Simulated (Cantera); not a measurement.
Cantera run:

```python
import numpy as np
import cantera as ct

gas_names = """
    CL CLO CL2 H HCL HOCL HO2 H2 H2O H2O2 O OH O2 O3 Si SiCL SiCL2 SiCL3 SiCL4 SiH SiHCL3 SiH2 SiH2CL2
    SiH3 SiH3CL SiH4 SiO SiO2 Si2 Si3
""".split()
cond_names = """
    H2O(s) H2O(L) Si(cr) Si(L) SiO2(Lqz) SiO2(hqz) SiO2(L)
""".split()


# ... load() reads the species with a 1 bar reference pressure and builds the phases ...
atoms = {
    'SiO2': {'Si': 1, 'O': 2},
    'HCl': {'H': 1, 'CL': 1},
}
top_T = {}  # K; cautious upper limits of use, not melting points


# ... equilibrate(T, P, feed) seeds the gas with the atoms and calls Mixture.equilibrate('TP', solver="vcs", rtol=1e-11, max_steps=5000) ...
results = []
feed = {'SiO2': 1, 'HCl': 26}  # mol
P = 590  # Pa
for T in [1248, 1323, 1398, 1473, 1548, 1623, 1698, 1773, 1848, 1923]:
    mix = equilibrate(T, P, feed)
    results.append((T, P, feed, dict(zip(mix.species_names, mix.species_moles))))

top = {s: max(r[3][s] / sum(r[3][g] for g in gas_names) for r in results) for s in gas_names}
cols = sorted((s for s in top if top[s] > 0.0001), key=lambda s: -top[s])[:5]
seen = [c for c in cond_names if any(r[3].get(c, 0) > 1e-12 for r in results)]
print("log10 of partial pressures in bar; condensed amounts in mol")
print(f"{'T/K':>10s}" + "".join(f"{s[:9]:>10s}" for s in cols + seen))
for T, P, feed, n in results:
    ng = sum(n[g] for g in gas_names)
    print(f"{T:10.4g}" + "".join(f"{np.log10(max(n[s] / ng * P / 1e5, 1e-99)):10.3f}" for s in cols)
          + "".join(f"{n.get(c, 0):10.4g}" for c in seen))
```

Output:

```
log10 of partial pressures in bar; condensed amounts in mol
       T/K       HCL        CL        H2       SiO       H2O SiO2(hqz)   SiO2(L)
      1248    -2.229    -5.662    -5.932   -12.305    -6.218    0.9987         0
      1323    -2.230    -5.310    -5.593   -10.770    -6.119    0.9983         0
      1398    -2.230    -4.996    -5.287    -9.401    -6.029    0.9979         0
      1473    -2.231    -4.715    -5.011    -8.178    -5.945    0.9975         0
      1548    -2.233    -4.461    -4.763    -7.093    -5.852    0.9967         0
      1623    -2.236    -4.229    -4.542    -6.182    -5.701    0.9941         0
      1698    -2.240    -4.015    -4.349    -5.518    -5.409         0    0.9846
      1773    -2.247    -3.818    -4.180    -5.045    -5.026         0    0.9587
      1848    -2.258    -3.634    -4.038    -4.652    -4.649         0    0.8987
      1923    -2.274    -3.461    -3.925    -4.305    -4.307         0    0.7721
```

Cantera equilibrium calculation (NASA polynomials, part measured and part estimated; ideal gas, pure solids and liquids). The tables' values for SiCl3, SiO2 are old estimates; treat these amounts as uncertain. The tables hold silica as quartz up to 1696 K and as liquid above; real silica turns to tridymite and cristobalite and melts near 1996 K.
